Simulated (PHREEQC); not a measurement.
Dissolve 28 mmol/kgw HF and 0.61 mmol/kgw NH4F at 25 °C. Closed to the air; pH follows from the charge balance.

The numbers come from PHREEQC with the ion-association model, phreeqc.dat.

Precipitation was switched off in this run.

Q: Order these F species by the share of F that they hold, largest first: HF, HF2-, F-.

A: HF (82 %), F- (15 %), HF2- (2.7 %)

The pH is 2.41 and the ionic strength 0.00475 mol/kgw.
